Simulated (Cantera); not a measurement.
Premixed flame

A freely propagating, adiabatic, planar premixed flame of 37.1 % H₂, 13.2 % O₂, 49.7 % N₂, unburnt at 525 K and 0.130 bar; mixture-averaged transport, grid criteria slope 0.08 and curve 0.16, no radiation.

Computed with Cantera and the H2/O2 subset of GRI-Mech 3.0, which has no nitrogen chemistry. Burning velocities carry a grid error of a few per cent, more on coarse grids.

```tsv
z (mm)	T (K)	u (m/s)	x H₂	x O₂	x OH	x H₂O₂	x HO₂	x H₂O
-18.5	525	5.35	0.371	0.132	<1e-8	<1e-8	<1e-8	<1e-8
-12.4	525	5.35	0.371	0.132	<1e-8	<1e-8	<1e-8	<1e-8
-9.27	525	5.35	0.371	0.132	<1e-8	<1e-8	<1e-8	<1e-8
-6.18	525	5.35	0.371	0.132	<1e-8	<1e-8	1.78e-7	<1e-8
-3.09	533	5.43	0.369	0.132	3.22e-5	8.48e-7	6.09e-5	0.000440
-1.54	684	6.88	0.344	0.128	0.000352	1.37e-6	3.63e-5	0.0131
0	1103	10.8	0.194	0.0762	0.00277	4.57e-7	1.26e-5	0.121
1.54	1367	13.2	0.0928	0.0175	0.00635	5.02e-7	2.72e-6	0.230
3.09	1471	14.1	0.0889	0.0118	0.00798	4.39e-7	1.65e-6	0.242
6.18	1596	15.2	0.0947	0.0100	0.00983	3.10e-7	1.21e-6	0.246
12.4	1739	16.4	0.101	0.00824	0.0116	1.77e-7	8.68e-7	0.252
24.7	1889	17.6	0.106	0.00627	0.0127	9.25e-8	6.01e-7	0.260
49.4	2036	18.7	0.110	0.00434	0.0127	4.92e-8	4.11e-7	0.269
```
x: mole fraction of selected species; z is measured from the peak of heat release.

The laminar burning velocity is 535 cm/s and the thermal thickness comes out as 6.18 mm. The peak x(OH) is 0.0129, the peak x(H₂O₂) is 1.88e-6 and the peak x(HO₂) is 6.21e-5. The grid points comes out as 144.
